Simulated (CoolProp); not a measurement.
Vapour-liquid equilibrium of 1-butene (1) + acetone (2) at 264.4 K; x and y are mole fractions of (1).

Computed with CoolProp (multi-fluid Helmholtz-energy mixture model, Lemmon 2005 and Lemmon 2006; pair parameters Bell 2016).

```
x     bubble pressure, mixture model (kPa)  bubble pressure, Raoult's law (kPa)  y, mixture model  y, Raoult's law
----  ------------------------------------  -----------------------------------  ----------------  ---------------
0.05                                 20.68                                10.06             0.732            0.457
0.2                                  51.64                                23.00             0.904            0.800
0.35                                 66.90                                35.94             0.932            0.896
0.5                                  73.73                                48.88             0.942            0.941
0.65                                 77.67                                61.83             0.949            0.967
0.8                                  82.15                                74.77             0.960            0.985
0.95                                 89.06                                87.71             0.985            0.997
```

The largest gap from Raoult's law is +124.5 % in bubble pressure, at x = 0.2. No azeotrope shows between x = 0.05 and 0.95.

The pair parameters rest on a limited set of measurements; away from them the model extrapolates. With so large a gap from Raoult's law the liquid may split in two, which this calculation doesn't test in full.
